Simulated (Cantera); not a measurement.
Equilibrium for sublimation and decomposition of ceramics: SiC + C + H2

Input: 1 mol SiC, 0.0081 mol C, 6.4 mol H2, equilibrated at 5400 Pa.

Cantera equilibrium calculation (NASA polynomials, part measured and part estimated; ideal gas, pure solids and liquids). Candidate condensed phases: C, C6H6, C7H8, C8H18, Si, SiC; 87 gas species. Gases not in the tables: Si2H6 and higher silanes. Kinetics and transport are ignored.

```json
[
 {"T (K)": "1600", "log p H2": "-1.27", "log p H": "-4.90", "log p C2H2 (acetylene)": "-5.83", "log p Si": "-8.99", "log p SiH": "-9.28", "log p CH4": "-5.32", "n C(graphite)": "0.00718", "n SiC(s)": "1.000"},
 {"T (K)": "1650", "log p H2": "-1.27", "log p H": "-4.68", "log p C2H2 (acetylene)": "-5.61", "log p Si": "-8.48", "log p SiH": "-8.85", "log p CH4": "-5.41", "n C(graphite)": "0.00705", "n SiC(s)": "1.000"},
 {"T (K)": "1700", "log p H2": "-1.27", "log p H": "-4.47", "log p C2H2 (acetylene)": "-5.40", "log p Si": "-8.00", "log p SiH": "-8.44", "log p CH4": "-5.50", "n C(graphite)": "0.00678", "n SiC(s)": "1.000"},
 {"T (K)": "1750", "log p H2": "-1.27", "log p H": "-4.27", "log p C2H2 (acetylene)": "-5.21", "log p Si": "-7.54", "log p SiH": "-8.06", "log p CH4": "-5.58", "n C(graphite)": "0.00631", "n SiC(s)": "1.000"},
 {"T (K)": "1800", "log p H2": "-1.27", "log p H": "-4.08", "log p C2H2 (acetylene)": "-5.02", "log p Si": "-7.12", "log p SiH": "-7.69", "log p CH4": "-5.65", "n C(graphite)": "0.00560", "n SiC(s)": "1.000"},
 {"T (K)": "1850", "log p H2": "-1.27", "log p H": "-3.90", "log p C2H2 (acetylene)": "-4.85", "log p Si": "-6.71", "log p SiH": "-7.35", "log p CH4": "-5.72", "n C(graphite)": "0.00455", "n SiC(s)": "1.000"},
 {"T (K)": "1900", "log p H2": "-1.27", "log p H": "-3.74", "log p C2H2 (acetylene)": "-4.69", "log p Si": "-6.33", "log p SiH": "-7.03", "log p CH4": "-5.79", "n C(graphite)": "0.00309", "n SiC(s)": "1.000"},
 {"T (K)": "1950", "log p H2": "-1.27", "log p H": "-3.58", "log p C2H2 (acetylene)": "-4.53", "log p Si": "-5.97", "log p SiH": "-6.72", "log p CH4": "-5.85", "n C(graphite)": "0.00111", "n SiC(s)": "1.000"},
 {"T (K)": "2000", "log p H2": "-1.27", "log p H": "-3.42", "log p C2H2 (acetylene)": "-4.46", "log p Si": "-5.59", "log p SiH": "-6.39", "log p CH4": "-5.95", "n C(graphite)": "0", "n SiC(s)": "1.000"},
 {"T (K)": "2050", "log p H2": "-1.27", "log p H": "-3.28", "log p C2H2 (acetylene)": "-4.43", "log p Si": "-5.20", "log p SiH": "-6.06", "log p CH4": "-6.06", "n C(graphite)": "0", "n SiC(s)": "0.999"},
 {"T (K)": "2100", "log p H2": "-1.27", "log p H": "-3.14", "log p C2H2 (acetylene)": "-4.38", "log p Si": "-4.85", "log p SiH": "-5.75", "log p CH4": "-6.16", "n C(graphite)": "0", "n SiC(s)": "0.998"},
 {"T (K)": "2150", "log p H2": "-1.28", "log p H": "-3.01", "log p C2H2 (acetylene)": "-4.30", "log p Si": "-4.53", "log p SiH": "-5.48", "log p CH4": "-6.24", "n C(graphite)": "0", "n SiC(s)": "0.995"},
 {"T (K)": "2200", "log p H2": "-1.28", "log p H": "-2.89", "log p C2H2 (acetylene)": "-4.18", "log p Si": "-4.25", "log p SiH": "-5.24", "log p CH4": "-6.29", "n C(graphite)": "0", "n SiC(s)": "0.991"}
]
```
log p: log10 of the partial pressure in bar; n: condensed amount in mol.

From 1600 K to 1950 K the condensed part is C(graphite) + SiC(s). From 2000 K to 2200 K the condensed part is SiC(s). The main Si-bearing gas is SiH2 at 1600 K and Si at 2200 K.
